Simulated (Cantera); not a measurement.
Input: 1 mol Si2Cl6, 0.16 mol Cl2, 5.7 mol H2, equilibrated at 30000 Pa.

Points: T (K) = 800, 850, 900, 950, 1000, 1050, 1100, 1150, 1200.

Cantera's Mixture.equilibrate('TP', solver="vcs", rtol=1e-11, max_steps=5000) on the NASA tables stopped like this:

```
ERROR: FAILURE its = 5001!

*******************************************************************************
CanteraError thrown by MultiPhase::equilibrate:
VCS solver failed. Return code: -1
*******************************************************************************
```

Problem. What got this run through?

Solution. One answer among several that fit: The failure is numerical, not chemical. The same input converged with solver="gibbs", rtol=1e-10, max_steps=50000, and the result passed a check of the equilibrium conditions:
```
log10 of partial pressures in bar; condensed amounts in mol
       T/K        H2     SiCL4       HCL    SiHCL3     SiCL3    Si(cr)
       800    -0.641    -1.285    -3.235    -1.735    -4.574     0.307
       850    -0.642    -1.284    -2.962    -1.744    -4.171    0.3117
       900    -0.642    -1.285    -2.720    -1.754    -3.814    0.3179
       950    -0.644    -1.287    -2.505    -1.764    -3.496    0.3259
      1000    -0.646    -1.291    -2.313    -1.776    -3.213    0.3356
      1050    -0.649    -1.299    -2.142    -1.790    -2.960    0.3467
      1100    -0.654    -1.311    -1.988    -1.808    -2.734    0.3579
      1150    -0.660    -1.330    -1.851    -1.831    -2.534    0.3667
      1200    -0.667    -1.358    -1.729    -1.862    -2.360    0.3693
```

The gas is ideal and each condensed phase is pure. The feed counts by its element totals alone. The tables' values for SiCl3 are old estimates; treat these amounts as uncertain.
